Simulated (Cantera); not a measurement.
Adiabatic ignition

An adiabatic, constant-pressure homogeneous reactor starts with CH₄ : C₂H₆ : O₂ : N₂ = 2.9 : 0.07 : 2.64 : 9.93 (molar parts), at 1198 K and 3.10 bar.

Model: GRI-Mech 3.0 (53 species, 325 reactions), integrated in Cantera.

```csv
t (s),T (K),x CH₄,x C₂H₆,x O₂,x CH₂O,x CO,x HO₂
6.00e-6,1198,0.187,0.00450,0.170,8.41e-10,<1e-12,2.64e-8
1.79e-5,1198,0.187,0.00450,0.170,7.64e-9,1.43e-12,8.14e-8
5.35e-5,1198,0.187,0.00450,0.170,7.12e-8,4.18e-11,2.63e-7
0.000160,1198,0.187,0.00450,0.170,7.49e-7,1.52e-9,9.04e-7
0.000477,1198,0.187,0.00450,0.170,1.01e-5,9.30e-8,2.60e-6
0.00142,1199,0.186,0.00448,0.170,8.25e-5,3.97e-6,3.80e-6
0.00425,1201,0.186,0.00444,0.169,0.000398,8.09e-5,6.69e-6
0.0127,1407,0.147,0.00447,0.135,0.00490,0.0177,0.000116
0.0379,2119,3.49e-7,<1e-12,3.52e-8,3.90e-8,0.146,4.98e-11
0.113,2119,2.73e-9,<1e-12,3.53e-8,3.88e-8,0.146,4.99e-11
0.338,2119,2.64e-9,<1e-12,3.53e-8,3.88e-8,0.146,5.00e-11
1.01,2119,2.63e-9,<1e-12,3.53e-8,3.88e-8,0.146,5.00e-11
3.01,2119,2.63e-9,<1e-12,3.53e-8,3.88e-8,0.146,5.00e-11
9.00,2119,2.63e-9,<1e-12,3.53e-8,3.88e-8,0.146,5.00e-11
```
x: mole fraction; the columns are a selection and need not sum to one.

- time of steepest temperature rise: 13.0 ms
- temperature at 9.00 s: 2119 K
- equilibrium temperature: 2119 K
- x(CH₄) at 9.00 s: 2.63e-9 (gas-phase equilibrium 3.02e-9)
- x(C₂H₆) at 9.00 s: <1e-12 (gas-phase equilibrium <1e-12)
- x(O₂) at 9.00 s: 3.53e-8 (gas-phase equilibrium 3.53e-8)
